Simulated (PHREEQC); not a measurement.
# Brine (model solution)

Dissolve 0.91 mol/kgw LiCl, 0.051 mol/kgw BaCl2 and 2.3 mol/kgw MgCl2 at 20 °C. Closed to the air; pH follows from the charge balance.

Equilibrium calculation in PHREEQC: Pitzer model, pitzer.dat.

No solid was allowed to form.

Predict the activity of water.

activity of water 0.742.

Species that the database lacks are ignored.
